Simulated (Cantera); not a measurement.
A Cantera script and what it prints.

```python
import numpy as np
import cantera as ct

gas_names = """
    C CN CO CO2 C2 CCN CNC C2N2 C2O C3 C3O2 C4 C4N2 C5 Fe FeC5O5 FeO N NCO NO NO2 NO3 N2 N2O O O2 O3
""".split()
cond_names = """
    C(gr) Fe(a) Fe(c) Fe(d) Fe(L) FeC5O5(L) FeO(s) FeO(L) Fe2O3(s) Fe3O4(s)
""".split()


# ... load() reads the species with a 1 bar reference pressure and builds the phases ...
atoms = {
    'Fe(CO)5': {'Fe': 1, 'C': 5, 'O': 5},
    'N2': {'N': 2},
}
top_T = {'C(gr)': 4500, 'Fe2O3(s)': 1830, 'Fe3O4(s)': 1870}  # K; cautious upper limits of use, not melting points


# ... equilibrate(T, P, feed) seeds the gas with the atoms and calls Mixture.equilibrate('TP', solver="vcs", rtol=1e-11, max_steps=5000) ...
results = []
feed = {'Fe(CO)5': 1, 'N2': 1.2}  # mol
P = 130  # Pa
for T in [823, 873, 923, 973, 1023, 1073, 1123]:
    mix = equilibrate(T, P, feed)
    results.append((T, P, feed, dict(zip(mix.species_names, mix.species_moles))))
    x = sorted(zip(gas.X, gas.species_names), reverse=True)
    print(f"T = {T:g} K  P = {P:g} Pa  gas = {mix.phase_moles(0):.4g} mol")
    print("   x: " + "  ".join(f"{s} {v:.3e}" for v, s in x if v > 1e-05))
    print("   condensed (mol): " + ("  ".join(f"{mix.phase(i).name} {mix.phase_moles(i):.4g}"
          for i in range(1, mix.n_phases) if mix.phase_moles(i) > 1e-12) or "none"))
```

It prints:

```
T = 823 K  P = 130 Pa  gas = 5.983 mol
   x: CO 7.632e-01  N2 2.006e-01  CO2 3.626e-02
   condensed (mol): C(gr) 0.2169  Fe(a) 1
T = 873 K  P = 130 Pa  gas = 6.143 mol
   x: CO 7.953e-01  N2 1.954e-01  CO2 9.334e-03
   condensed (mol): C(gr) 0.05733  Fe(a) 1
T = 923 K  P = 130 Pa  gas = 6.184 mol
   x: CO 8.033e-01  N2 1.941e-01  CO2 2.646e-03
   condensed (mol): C(gr) 0.01636  Fe(a) 1
T = 973 K  P = 130 Pa  gas = 6.195 mol
   x: CO 8.054e-01  N2 1.937e-01  CO2 8.459e-04
   condensed (mol): C(gr) 0.00524  Fe(a) 1
T = 1023 K  P = 130 Pa  gas = 6.198 mol
   x: CO 8.061e-01  N2 1.936e-01  CO2 3.022e-04
   condensed (mol): C(gr) 0.001873  Fe(a) 1
T = 1073 K  P = 130 Pa  gas = 6.199 mol
   x: CO 8.063e-01  N2 1.936e-01  CO2 1.190e-04
   condensed (mol): C(gr) 0.0007378  Fe(a) 1
T = 1123 K  P = 130 Pa  gas = 6.2 mol
   x: CO 8.064e-01  N2 1.936e-01  CO2 5.104e-05
   condensed (mol): C(gr) 0.0003165  Fe(a) 1
```

These are equilibrium values from Cantera (NASA tables, ideal gas, pure condensed phases), not measurements of a reactor. Condensed phases not in the tables: cementite and carbon dissolved in iron.
